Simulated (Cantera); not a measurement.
Charge: 1 mol CaCO3, 0.11 mol O2, 0.35 mol H2O, at 0.0133 bar.

Cantera equilibrium calculation (NASA polynomials, part measured and part estimated; ideal gas, pure solids and liquids). Candidate condensed phases: C, C6H6, C7H8, C8H18, Ca, CaCO3, CaO, Ca(OH)2, H2O; 115 gas species. Rates play no part.

At 923 K, list the 3 most abundant gas species with their mole fractions, and the condensed phases.

CO2 0.685, H2O 0.240, O2 0.0753. Condensed: CaO(s).
